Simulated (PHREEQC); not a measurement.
Buffer

Dissolve 0.064 mol NaHSO4 and 0.011 mol Na2SO4 per kg of water at 5 °C. Closed to the air; pH follows from the charge balance.

The numbers come from PHREEQC with the ion-association model, wateq4f.dat.

This is a speciation only: nothing precipitates in the calculation.

**Question.** Estimate the pH, ionic strength.

**Answer.** pH 1.57; ionic strength 0.154 mol/kgw.

**Question.** In which forms is Na present?

**Answer.** Na+ 95 %, NaSO4- 5.4 % of the Na.

Constants without temperature data keep their 25 °C values here.
